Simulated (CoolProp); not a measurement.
Properties of decamethylcyclopentasiloxane (D5) at several states.

Values from CoolProp's reference Helmholtz-energy equation of state, Thol 2019.

```csv
T (°C),p (MPa),phase,density (kg/m³),cp (kJ/(kg K)),cv (kJ/(kg K)),speed of sound (m/s),expansivity (1/kK)
36.35,0.222,liquid,941.8,1.723,1.457,890.7,1.131
151.95,1.41,liquid,820.4,1.887,1.656,580.6,1.355
59.65,1.42,liquid,919.1,1.748,1.493,829.1,1.141
```
